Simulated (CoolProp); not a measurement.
The fluid at 293.15 K and 13.4 MPa (liquid) is heated at constant pressure to 419.5 K. The same conditions are run with several fluids, on thermodynamics alone (safety and materials aside).

Computed with CoolProp (reference Helmholtz-energy equation of state of each fluid (CH3F (R41): Lemmon 2006; C3F8 (R218): Lemmon 2006; n-nonane: Lemmon 2006; n-perfluorohexane: Gao 2022; m-xylene: Zhou 2012)).

Question: Rank CH3F (R41), C3F8 (R218), n-nonane, n-perfluorohexane, m-xylene by heat (kJ/kg), highest first.

Answer: CH3F (R41) (394), n-nonane (305), m-xylene (239), C3F8 (R218) (145), n-perfluorohexane (139)

```
fluid                final phase  final density (kg/m³)
-----------------  -------------  ---------------------
CH3F (R41)         supercritical                    190
C3F8 (R218)        supercritical                    956
n-nonane                  liquid                    636
n-perfluorohexane         liquid                   1420
m-xylene                  liquid                    768
```
